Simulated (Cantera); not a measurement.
# Equilibrium for metals in furnace atmospheres: Fe + CO2 + CO

Feed: 1 mol Fe, a varied amount of CO2, 0.51 mol CO, equilibrated at 650 °C and 16.0 mbar.

These are equilibrium values from Cantera (NASA tables, ideal gas, pure condensed phases), not measurements of a reactor. Candidate condensed phases: C, Fe, Fe(CO)5, FeO, Fe2O3, Fe3O4; 15 gas species. The tables' stoichiometric FeO is somewhat more stable than real wüstite, so its field is too wide. FeO: taken at fixed stoichiometry. Equilibrium is a limit: real reactors are often held back by kinetics, nucleation or transport.

From 0.1 mol CO2 to 0.15 mol CO2 the condensed part is Fe(α). From 0.21 mol CO2 to 1.3 mol CO2 the condensed part is Fe(α) + FeO(s). From 1.9 mol CO2 to 2.7 mol CO2 the condensed part is FeO(s).

| n(CO2) (mol) | log p CO | log p CO2 | n Fe(α) | n FeO(s) |
|---|---|---|---|---|
| 0.1 | -1.87 | -2.58 | 1.00 | 0 |
| 0.15 | -1.91 | -2.44 | 1.00 | 0 |
| 0.21 | -1.91 | -2.44 | 0.954 | 0.0457 |
| 0.3 | -1.91 | -2.44 | 0.885 | 0.115 |
| 0.44 | -1.91 | -2.44 | 0.777 | 0.223 |
| 0.63 | -1.91 | -2.44 | 0.630 | 0.370 |
| 0.9 | -1.91 | -2.44 | 0.422 | 0.578 |
| 1.3 | -1.91 | -2.44 | 0.113 | 0.887 |
| 1.9 | -2.00 | -2.22 | 0 | 1.00 |
| 2.7 | -2.12 | -2.07 | 0 | 1.00 |
log p: log10 of the partial pressure in bar; n: condensed amount in mol.
